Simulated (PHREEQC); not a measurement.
1 kg of water holding 0.013 mol/kgw NaCl and 0.22 mol/kgw K2SO4 is evaporated at 40 °C; the solids stay in contact with the brine. No CO2 enters from the air. Solids allowed: Arcanite, Glaserite, Halite, Mirabilite, Misenite, Sylvite, Thenardite. Others were left out.

Computed with PHREEQC (Pitzer model, pitzer.dat).

| water left (kg) | ionic strength | water activity | Arcanite (mol) | Glaserite (mol) |
|---|---|---|---|---|
| 1 | 0.673 | 0.991 | 0 | 0 |
| 0.8219 | 0.819 | 0.989 | 0 | 0 |
| 0.6755 | 0.996 | 0.987 | 0 | 0 |
| 0.4563 | 1.47 | ? | 0 | 0 |
| 0.375 | 1.79 | 0.978 | 0 | 0 |
| 0.3082 | 2.18 | 0.973 | 0 | 0 |
| 0.2533 | 2.39 | 0.971 | 0.0224 | 0 |
| 0.1711 | ? | 0.970 | ? | 0 |
| 0.1407 | 2.45 | 0.969 | 0.109 | 0 |
| 0.1156 | 2.48 | 0.969 | 0.129 | 0 |
| 0.09502 | 2.51 | 0.968 | 0.145 | 0 |
| 0.06418 | 2.61 | ? | 0.169 | 0 |
| 0.05275 | 2.67 | 0.964 | ? | 0 |
| 0.04335 | 2.75 | ? | 0.185 | 0 |
| 0.03564 | 2.84 | 0.960 | 0.191 | 0 |
| 0.0293 | 2.94 | 0.957 | 0.196 | 0 |
| 0.01979 | 3.23 | 0.949 | 0.203 | 0 |
| 0.01627 | 3.42 | 0.944 | 0.206 | 0 |
| 0.01337 | 3.64 | ? | 0.208 | 0 |
| 0.01099 | 3.83 | 0.931 | 0.209 | 0.000631 |
| 0.007427 | ? | 0.917 | 0.206 | 0.00419 |
| 0.006093 | 3.98 | 0.908 | 0.205 | 0.00543 |
| 0.005012 | 4.16 | 0.895 | 0.205 | 0.00639 |

Question: Complete the blanks.

Answer: 
- 0.4563, water activity: 0.981
- 0.1711, ionic strength: 2.43
- 0.1711, Arcanite (mol): 0.0859
- 0.06418, water activity: 0.965
- 0.05275, Arcanite (mol): 0.177
- 0.04335, water activity: 0.962
- 0.01337, water activity: 0.938
- 0.007427, ionic strength: 3.88

Complexes and solids missing from the database can't appear. Away from 25 °C the constants follow the database's enthalpies or fits; those with neither stay at their 25 °C values.
